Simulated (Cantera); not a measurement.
Feed: 1 mol V2O5, 880 mol H2, 0.035 mol H2O, equilibrated at 975 °C and 3.90 Torr.

Method: chemical equilibrium by Gibbs-energy minimisation in Cantera with the NASA 1993 tables (ideal gas, pure condensed phases). Candidate condensed phases: H2O, V, VO, V2O3, V2O4, V2O5; 12 gas species. Condensed phases not in the tables: the oxides between V2O3 and V2O5 other than VO2. Rates play no part.

Base state: H2 0.998, H2O 0.00231 (mole fractions); condensed: V2O3(s).

Question: What changes in the equilibrium state with this change: temperature from 975 °C to 1552 °C?

Answer: 
```json
[
 {"species": "H2", "before": "0.998", "after": "0.990"},
 {"species": "H", "before": "6.49e-6", "after": "0.00608"},
 {"species": "H2O", "before": "0.00231", "after": "0.00341"},
 {"species": "VO2", "before": "<1e-9", "after": "2.79e-5"},
 {"species": "VO", "before": "<1e-9", "after": "1.89e-5"},
 {"species": "V2O3(s), mol", "before": "1.00", "after": "0"},
 {"species": "VO(s), mol", "before": "0", "after": "1.96"}
]
```
VO: taken at fixed stoichiometry.
